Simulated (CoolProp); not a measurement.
Vapour-liquid equilibrium of acetone (1) + cyclohexane (2) at 383.5 K; x and y are mole fractions of (1).

Model: multi-fluid Helmholtz-energy mixture model, Lemmon 2006 and Zhou 2014; pair parameters Bell 2016, in CoolProp.

```csv
x,bubble pressure (kPa),y at the bubble point,dew pressure at overall composition x (kPa),liquid density (mol/L)
0.05,292.4,0.240,?,8.271
0.15,375.0,0.440,264.8,8.466
0.25,421.9,?,295.9,?
0.35,450.8,0.584,?,?
0.45,470.4,0.627,380.2,9.225
0.55,484.9,0.668,433.0,9.553
0.65,495.4,?,479.1,9.929
0.75,501.5,0.767,500.3,10.36
0.85,501.3,0.838,500.6,10.85
0.95,?,0.936,?,11.40
```

Q: Complete the blanks.

A: 
- 0.05, dew pressure at overall composition x (kPa): 239.2
- 0.25, y at the bubble point: 0.529
- 0.25, liquid density (mol/L): 8.687
- 0.35, dew pressure at overall composition x (kPa): 333.9
- 0.35, liquid density (mol/L): 8.938
- 0.65, y at the bubble point: 0.713
- 0.95, bubble pressure (kPa): 491.7
- 0.95, dew pressure at overall composition x (kPa): 489.7

y crosses x between x = 0.75 and 0.85: the model has an azeotrope there.

The pair parameters rest on a limited set of measurements; away from them the model extrapolates.
